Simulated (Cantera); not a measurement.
An adiabatic, constant-pressure homogeneous reactor starts with CO : H₂ : O₂ : N₂ : H₂O = 1 : 0.13 : 0.869 : 3.27 : 0.53 (molar parts), equivalence ratio 0.65, at 1198 K and 760 Torr. Integrator tolerance rtol = 1e-08.

Computed with Cantera and GRI-Mech 3.0 (53 species, 325 reactions).

| quantity | before | after |
|---|---|---|
| time of steepest temperature rise | 0.151 ms | 98.5 µs |
| temperature at 3.00 s | 2424 K | 2461 K |
| equilibrium temperature | 2424 K | 2461 K |
| x(CO) at 3.00 s | 0.0172 (gas-phase equilibrium 0.0172) | 0.0134 (gas-phase equilibrium 0.0134) |
| x(H₂) at 3.00 s | 0.00197 (gas-phase equilibrium 0.00197) | 0.00150 (gas-phase equilibrium 0.00150) |
| x(O₂) at 3.00 s | 0.0589 (gas-phase equilibrium 0.0589) | 0.0572 (gas-phase equilibrium 0.0572) |
| x(HO₂) at 3.00 s | 4.90e-6 (gas-phase equilibrium 4.90e-6) | 6.80e-6 (gas-phase equilibrium 6.80e-6) |
| x(NO) at 3.00 s | 0.00939 (gas-phase equilibrium 0.00939) | 0.00991 (gas-phase equilibrium 0.00991) |

**Question.** Which change was made?
A. initial temperature 1198 to 1025 K
B. initial temperature 1198 to 1725 K
C. pressure from 760 Torr to 2030 Torr
D. pressure from 760 Torr to 173 Torr

**Answer.** C, pressure from 760 Torr to 2030 Torr
